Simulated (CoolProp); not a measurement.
The fluid at 293.15 K and 0.298 MPa flows at 0.061 m/s in a round tube of 20 mm bore and 0.25 µm roughness, fully developed (64/Re and Nu = 3.66 if laminar; Colebrook and Gnielinski if turbulent). The same conditions are run with several fluids, on thermodynamics alone (safety and materials aside).

Computed with CoolProp (reference Helmholtz-energy equation of state of each fluid (CH2F2 (R32): Tillner-Roth 1997; R22: Kamei 1995; ethane: Bücker 2006; nitrogen: Span 2000; normal hydrogen: Leachman 2009)).

### Question
Rank CH2F2 (R32), R22, ethane, nitrogen, normal hydrogen by Reynolds number, highest first.

### Answer
R22 (998), CH2F2 (R32) (615), ethane (497), nitrogen (238), normal hydrogen (34.1)

```tsv
fluid	Darcy friction factor	pressure drop (Pa/m)	heat-transfer coefficient (W/(m² K))	mass flow (kg/h)
CH2F2 (R32)	0.104	0.0642	2.47	0.457
R22	0.0641	0.0662	2.06	0.765
ethane	0.129	0.0452	3.76	0.260
nitrogen	0.269	0.0859	4.67	0.236
normal hydrogen	1.88	0.0429	33.6	0.0170
```

Transport values come from each fluid's own correlations; those of CH2F2 (R32), R22 are estimates that may be off by 10 % or more.
